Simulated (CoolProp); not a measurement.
The fluid at 430.63 K and 0.617 MPa flows at 1.3 m/s in a round tube of 25 mm bore and 45 µm roughness, fully developed (64/Re and Nu = 3.66 if laminar; Colebrook and Gnielinski if turbulent). The same conditions are run with several fluids, on thermodynamics alone (safety and materials aside).

Computed with CoolProp (reference Helmholtz-energy equation of state of each fluid (c-C4F8 (RC318): Platzer 1990; R143a: Lemmon and Jacobsen 2000; normal hydrogen: Leachman 2009; oxygen: Schmidt 1985; R134a: Tillner-Roth 1994)). The equations of Platzer and Polt are older, rougher fits.

```
fluid            Reynolds number  Darcy friction factor  pressure drop (Pa/m)  heat-transfer coefficient (W/(m² K))  mass flow (kg/h)
---------------  ---------------  ---------------------  --------------------  ------------------------------------  ----------------
c-C4F8 (RC318)             70200                 0.0252                  31.0                                   164              83.6
R143a                      30300                 0.0277                  13.9                                  95.1              34.2
normal hydrogen              981                 0.0653                 0.764                                  35.7             0.796
oxygen                      6540                 0.0369                  6.87                                  32.2              12.7
R134a                      34700                 0.0272                  16.7                                  95.9              41.8
```

Above 300 K oxygen's equation is extrapolated.

Transport values come from each fluid's own correlations; those of c-C4F8 (RC318), R143a, R134a are estimates that may be off by 10 % or more.
